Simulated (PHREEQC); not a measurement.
Consider water at 25 °C with 0.0016 mol/kgw CdSO4. Closed to the air; pH follows from the charge balance.

Model: ion-association model, wateq4f.dat, run in PHREEQC.

No solid was allowed to form.

Problem. Estimate the pH, ionic strength.

Solution. pH 6.54; ionic strength 0.00530 mol/kgw.

Problem. In which forms is S present?

Solution. SO4-2 83 %, CdSO4 17 % of the S.
